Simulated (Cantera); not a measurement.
Cantera run:

```python
import numpy as np
import cantera as ct

gas_names = [...]  # 151 gases of nasa_gas.yaml made of C, H, N, O, Si
cond_names = """
    C(gr) C6H6(L) C7H8(L) C8H18(L),n-octa H2O(s) H2O(L) Si(cr) Si(L) SiC(b) SiO2(Lqz) SiO2(hqz) SiO2(L)
    Si2N2O(s) Si3N4(a)
""".split()


# ... load() reads the species with a 1 bar reference pressure and builds the phases ...
atoms = {
    'Si3N4': {'Si': 3, 'N': 4},
    'CO2': {'C': 1, 'O': 2},
    'H2': {'H': 2},
    'O2': {'O': 2},
}
top_T = {'C(gr)': 4500, 'SiC(b)': 3050, 'Si2N2O(s)': 2100, 'Si3N4(a)': 2400}  # K; cautious upper limits of use, not melting points


# ... equilibrate(T, P, feed) seeds the gas with the atoms and calls Mixture.equilibrate('TP', solver="vcs", rtol=1e-11, max_steps=5000) ...
results = []
T = 2148  # K
P = 2.3  # Pa
for m in [7.9, 11, 17, 24, 36, 52, 76, 110, 160, 230, 340, 500, 730]:
    feed = {'Si3N4': 1, 'CO2': 0.042, 'H2': m, 'O2': 0.088}  # mol
    mix = equilibrate(T, P, feed)
    results.append((T, P, feed, dict(zip(mix.species_names, mix.species_moles))))

top = {s: max(r[3][s] / sum(r[3][g] for g in gas_names) for r in results) for s in gas_names}
cols = sorted((s for s in top if top[s] > 1e-05), key=lambda s: -top[s])[:6]
seen = [c for c in cond_names if any(r[3].get(c, 0) > 1e-12 for r in results)]
print("log10 of partial pressures in bar; condensed amounts in mol")
print(f"{'n(H2)':>10s}" + "".join(f"{s[:9]:>10s}" for s in cols + seen))
for T, P, feed, n in results:
    ng = sum(n[g] for g in gas_names)
    print(f"{feed['H2']:10.4g}" + "".join(f"{np.log10(max(n[s] / ng * P / 1e5, 1e-99)):10.3f}" for s in cols)
          + "".join(f"{n.get(c, 0):10.4g}" for c in seen))
```

It prints:

```
log10 of partial pressures in bar; condensed amounts in mol
     n(H2)         H        H2        Si        N2       SiO        CO
       7.9    -4.995    -5.230    -5.415    -5.557    -6.519    -7.235
        11    -4.967    -5.175    -5.516    -5.658    -6.621    -7.337
        17    -4.940    -5.120    -5.663    -5.805    -6.768    -7.483
        24    -4.925    -5.089    -5.788    -5.930    -6.893    -7.608
        36    -4.911    -5.062    -5.943    -6.085    -7.048    -7.763
        52    -4.903    -5.045    -6.089    -6.231    -7.194    -7.909
        76    -4.896    -5.033    -6.244    -6.386    -7.349    -8.064
       110    -4.892    -5.024    -6.397    -6.540    -7.502    -8.218
       160    -4.889    -5.018    -6.555    -6.698    -7.660    -8.376
       230    -4.887    -5.014    -6.710    -6.852    -7.815    -8.530
       340    -4.886    -5.011    -6.877    -7.020    -7.982    -8.697
       500    -4.885    -5.009    -7.043    -7.185    -8.148    -8.863
       730    -4.884    -5.008    -7.206    -7.349    -8.311    -9.026
```

Method: chemical equilibrium by Gibbs-energy minimisation in Cantera with the NASA 1993 tables (ideal gas, pure condensed phases). The tables' values for SiN are old estimates; treat these amounts as uncertain.
